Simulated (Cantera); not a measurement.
Charge: 1 mol Si2Cl6, 0.025 mol Cl2, a varied amount of H2, equilibrated at 725 °C and 0.00133 bar.

Cantera equilibrium calculation (NASA polynomials, part measured and part estimated; ideal gas, pure solids and liquids). Candidate condensed phases: Si; 19 gas species. The feed counts by its element totals alone. Kinetics and transport are ignored.

Question: What share of the Si ends up in condensed phases as a function of n(H2) (mol), at 18, 24, 31, 41, 54, 71, 94?

Answer: 
| n(H2) (mol) | Si condensed (%) | as |
|---|---|---|
| 18 | 31.9 | Si(s) |
| 24 | 34.3 | Si(s) |
| 31 | 36.8 | Si(s) |
| 41 | 40.2 | Si(s) |
| 54 | 44.2 | Si(s) |
| 71 | 48.8 | Si(s) |
| 94 | 54.4 | Si(s) |
